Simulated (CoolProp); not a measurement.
c-C4F8 (RC318) at 442.73 K and 8.04 MPa is throttled through a valve to 5.25 MPa with no heat exchange. Each further row changes one setting.

Values from CoolProp's reference Helmholtz-energy equation of state, Platzer 1990. This equation is an older, rougher fit; its heat capacities, sound speeds and derivatives of the liquid may be far off and weren't checked against measurements.

| case | temperature change (K) | final phase | final density (kg/m³) |
|---|---|---|---|
| as stated | -10.2 | supercritical | 616 |
| outlet pressure 1.57 MPa | -46.7 | gas | 120 |
| outlet pressure 6.83 MPa | -3.2 | supercritical | 765 |
